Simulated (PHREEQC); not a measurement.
HCl is added in steps, without added water, to 1 kg of water holding 0.013 mol HF and 6e-05 mol KF, at 25 °C. Oxygen alone is held at its pressure in air (log pO2 = -0.68). The system is closed to CO2. The run lets Sylvite precipitate or redissolve, and no other solid.

Base run: PHREEQC, ion-association model, phreeqc.dat. Each further column changes one thing. The table gives F- (mol/kgw).

```csv
HCl added (mol),base,diluted 10-fold with water,temperature from 25 to 10 °C,KF replaced by H2SiF6 at the same molality,no solid may form
0,0.00273,0.000671,(withheld),0.00265,0.00273
0.004125,0.00156,0.000196,0.00187,0.00152,0.00156
0.006875,0.00117,0.000132,0.00144,0.00115,0.00117
0.011,0.000847,8.99e-5,0.00106,0.000833,0.000847
0.01512,0.000664,(withheld),0.000836,0.000655,0.000664
0.01787,0.000581,5.97e-5,0.000735,0.000574,0.000581
0.022,0.000491,5.00e-5,0.000623,0.000485,0.000491
0.02612,0.000426,(withheld),0.000542,0.000422,0.000426
0.02888,0.000392,3.97e-5,0.000500,0.000388,0.000392
0.033,0.000351,3.54e-5,0.000448,0.000348,0.000351
```

What belongs in the gaps?


- 0, temperature from 25 to 10 °C: 0.00307
- 0.01512, diluted 10-fold with water: 6.88e-5
- 0.02612, diluted 10-fold with water: 4.32e-5

 Away from 25 °C the constants follow the database's enthalpies or fits; those with neither stay at their 25 °C values. SiF6-2 is the database's only silicon fluoride. Solids allowed in the column 'KF replaced by H2SiF6 at the same molality': SiO2(a).
